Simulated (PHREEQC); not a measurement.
Consider water at 25 °C with 29 mmol/kgw H2SO4, 1.2 mmol/kgw KNO3 and 9 mmol/kgw CO2. Closed to the air; pH follows from the charge balance.

Model: ion-association model, phreeqc.dat, run in PHREEQC.

Problem. The ionic strength comes out as 0.0507 mol/kgw. What activity coefficients do NO3-, H+, HSO4-, SO4-2, K+ get?

Solution. NO3- 0.81, H+ 0.85, HSO4- 0.82, SO4-2 0.46, K+ 0.81.

This is a speciation only: nothing precipitates in the calculation.
